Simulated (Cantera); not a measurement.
Input: 1 mol Fe3O4, 0.63 mol C, 12 mol H2, equilibrated at 0.330 Torr.

These are equilibrium values from Cantera (NASA tables, ideal gas, pure condensed phases), not measurements of a reactor. Candidate condensed phases: C, C6H6, C7H8, C8H18, Fe, Fe(CO)5, FeO, Fe(OH)2, Fe(OH)3, Fe2O3, Fe3O4, H2O; 114 gas species. Kinetics and transport are ignored.

**Question.** At 1225 °C, list the 5 most abundant gas species with their mole fractions, and the condensed phases.

**Answer.** H2 0.689, H2O 0.260, CO 0.0435, CO2 0.00637, H 0.000680. Condensed: Fe(γ).
